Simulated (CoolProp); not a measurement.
n-nonane along the isobar 1.62 MPa: fugacity coefficient from the reference equation and from simpler models built on Tc = 594.5 K, pc = 2.282 MPa, ω = 0.443; each cubic takes its own stable root.

The numbers come from the reference Helmholtz-energy equation of state, Lemmon 2006 in CoolProp. It is a short technical equation, of lower accuracy than the large ones.

| T (K) | phase | reference |
|---|---|---|
| 530 | liquid | 0.4526 |
| 537.8 | liquid | 0.4990 |
| 545.6 | liquid | 0.5474 |
| 553.3 | liquid | 0.5968 |
| 561.1 | liquid | 0.6483 |
| 576.7 | gas | 0.7228 |
| 584.4 | gas | 0.7378 |
| 592.2 | gas | 0.7518 |
| 600 | gas | 0.7646 |

Q: How far does each simpler model (van der Waals, Redlich-Kwong, Peng-Robinson) lie from the reference over these 9 states: mean and median of the absolute difference, and the worst?

A: 
- van der Waals: mean 20.8 %, median 16.6 %, worst +48.9 % at 530 K and 1.62 MPa
- Redlich-Kwong: mean 10.8 %, median 11.0 %, worst +25.0 % at 530 K and 1.62 MPa
- Peng-Robinson: mean 1.0 %, median 1.0 %, worst -1.3 % at 600 K and 1.62 MPa

At some of these states van der Waals, Redlich-Kwong gives the other phase, because its saturation line lies elsewhere.
